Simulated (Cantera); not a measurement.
What does this Cantera script print?

```python
import numpy as np
import cantera as ct

gas = ct.Solution("gri30.yaml")
gas.TPX = 1348, 500000, {'CH4': 1, 'O2': 1.05, 'N2': 8.74, 'H2O': 0.35}
reactor = ct.IdealGasConstPressureReactor(gas, energy="on", clone=False)
net = ct.ReactorNet([reactor])
net.rtol, net.atol = 1e-08, 1e-16
show = ['CH4', 'O2', 'H2O', 'H2', 'NO']
times = np.geomspace(2e-06, 5, 16)

steps = ct.SolutionArray(gas, extra=["t"])
rows = []
print(f"{'t/s':>10s}{'T/K':>9s}{'P/Pa':>11s}" + "".join(f"{s:>11s}" for s in show))
for t in times:
    while net.time < t:
        t_next = net.step()
        steps.append(gas.state, t=t_next)
    rows.append([np.interp(t, steps.t, y) for y in (steps.T, steps.P, *steps(*show).X.T)])
    print(f"{t:10.3e}{rows[-1][0]:9.1f}{rows[-1][1]:11.4g}" + "".join(f"{x:11.3e}" for x in rows[-1][2:]))
rate = np.gradient(steps.T, steps.t)
print("integrator steps:", len(steps.t))
if steps.T.max() > steps.T[0] + 200:
    print(f"time of steepest temperature rise: {steps.t[rate.argmax()]:.4e} s")
gas.TPX = 1348, 500000, {'CH4': 1, 'O2': 1.05, 'N2': 8.74, 'H2O': 0.35}
gas.equilibrate("HP")
print(f"equilibrium (HP): T = {gas.T:.1f} K  " + "  ".join(f"{s} {gas[s].X[0]:.3e}" for s in show))
```

Result:

```
       t/s      T/K       P/Pa        CH4         O2        H2O         H2         NO
 2.000e-06   1348.0      5e+05  8.977e-02  9.425e-02  3.142e-02  4.095e-09  5.704e-19
 5.340e-06   1348.0      5e+05  8.977e-02  9.425e-02  3.142e-02  1.216e-08  2.080e-18
 1.426e-05   1348.0      5e+05  8.977e-02  9.425e-02  3.142e-02  3.890e-08  8.642e-18
 3.807e-05   1348.0      5e+05  8.976e-02  9.425e-02  3.142e-02  1.559e-07  4.921e-17
 1.017e-04   1348.0      5e+05  8.976e-02  9.425e-02  3.142e-02  9.454e-07  4.069e-16
 2.714e-04   1348.1      5e+05  8.971e-02  9.423e-02  3.145e-02  6.435e-06  3.294e-15
 7.248e-04   1348.7      5e+05  8.955e-02  9.414e-02  3.155e-02  3.255e-05  1.676e-14
 1.935e-03   1351.9      5e+05  8.875e-02  9.367e-02  3.210e-02  1.982e-04  1.111e-13
 5.167e-03   1421.8      5e+05  7.502e-02  8.361e-02  4.394e-02  5.417e-03  2.703e-11
 1.380e-02   2031.3      5e+05  4.195e-04  3.588e-08  1.048e-01  8.840e-02  1.140e-05
 3.684e-02   2028.2      5e+05  4.523e-07  3.360e-08  1.036e-01  9.055e-02  1.827e-05
 9.837e-02   2028.3      5e+05  4.367e-10  3.367e-08  1.036e-01  9.056e-02  1.263e-05
 2.627e-01   2028.3      5e+05  4.275e-10  3.370e-08  1.036e-01  9.056e-02  7.019e-06
 7.013e-01   2028.3      5e+05  4.248e-10  3.371e-08  1.036e-01  9.056e-02  3.961e-06
 1.873e+00   2028.4      5e+05  4.243e-10  3.371e-08  1.036e-01  9.056e-02  3.211e-06
 5.000e+00   2028.4      5e+05  4.243e-10  3.371e-08  1.036e-01  9.056e-02  3.186e-06
integrator steps: 2266
time of steepest temperature rise: 5.8386e-03 s
equilibrium (HP): T = 2028.4 K  CH4 4.837e-10  O2 3.371e-08  H2O 1.036e-01  H2 9.056e-02  NO 3.186e-06
```

Cantera simulation using GRI-Mech 3.0 (53 species, 325 reactions); the numbers are that mechanism's predictions, not measurements.
